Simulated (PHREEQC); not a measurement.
Dissolve 0.0007 mol/kgw ZnCl2 and 0.018 mol/kgw MnSO4 at 20 °C. Closed to the air; pH follows from the charge balance.

Model: ion-association model, phreeqc.dat, run in PHREEQC.

```
Quantity                      Result
--------------------  --------------
pH                              6.37
ionic strength        0.0512 mol/kgw
specific conductance      2310 µS/cm
density                  1.001 g/cm³
```

| species | molality | activity | log γ |
|---|---|---|---|
| Mn+2 | 0.0125 | 0.00604 | -0.317 |
| SO4-2 | 0.0123 | 0.00565 | -0.336 |
| MnSO4 | 0.00545 | 0.00551 | 0.005 |
| Cl- | 0.00137 | 0.00111 | -0.089 |
| Zn+2 | 0.000425 | 0.000197 | -0.334 |
| ZnSO4 | 0.000248 | 0.000251 | 0.005 |
| MnCl+ | 3.32e-5 | 2.74e-5 | -0.083 |
| Zn(SO4)2-2 | 2.64e-5 | 1.20e-5 | -0.342 |
| ZnCl+ | 5.77e-7 | 4.71e-7 | -0.088 |

No solid was allowed to form.
